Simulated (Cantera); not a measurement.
Cantera with NASA thermochemical tables; ideal gases at 1 bar, condensed phases pure. Values are per mole of reaction as written; species without (g) are pure solids or liquids, kept so even where they would boil at 1 bar.

6 Ta + 10 NO2(g) = 3 Ta2O5 + 5 N2O(g), with ΔH° = -6071.8 kJ and ΔS° = -1120.5 J/K at 300 K.

Question: How far is the shortcut ΔG° ≈ ΔH°(300 K) − T·ΔS°(300 K) from the full temperature-dependent value at 2750, 2775, 2800, 2825, 2850, 2875 K?

Answer: 
| T (K) | shortcut (kJ) | full (kJ) | difference (kJ) | difference in log10 K | condensed phases |
|---|---|---|---|---|---|
| 2750 | -2990.5 | -3533.4 | 542.9 | -10.31 | Ta(s), Ta2O5(l) |
| 2775 | -2962.4 | -3517.1 | 554.7 | -10.44 | Ta(s), Ta2O5(l) |
| 2800 | -2934.4 | -3500.9 | 566.4 | -10.57 | Ta(s), Ta2O5(l) |
| 2825 | -2906.4 | -3484.7 | 578.3 | -10.69 | Ta(s), Ta2O5(l) |
| 2850 | -2878.4 | -3468.6 | 590.1 | -10.82 | Ta(s), Ta2O5(l) |
| 2875 | -2850.4 | -3452.5 | 602.1 | -10.94 | Ta(s), Ta2O5(l) |
The shortcut ignores heat capacities and the phase changes listed.
